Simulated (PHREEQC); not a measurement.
Dissolve 2.9 mmol/kgw HF, 0.053 mmol/kgw H2SiF6, 0.11 mmol/kgw HBF4, 0.044 mmol/kgw H2SO4 and 0.19 mmol/kgw MnSO4 at 25 °C. Closed to the air; pH follows from the charge balance.

Model: ion-association model, phreeqc.dat, run in PHREEQC.

Precipitation was switched off in this run.

Order these F species by the share of F that they hold, largest first: F-, HF, SiF6-2, BF4-, BF3OH-.

HF (56 %), F- (31 %), SiF6-2 (7.7 %), BF4- (3.9 %), BF3OH- (0.52 %)

The pH is 2.89 and the ionic strength 0.00215 mol/kgw. SiF6-2 is the database's only silicon fluoride. Real BF4- forms and hydrolyses slowly; the run takes it at equilibrium.
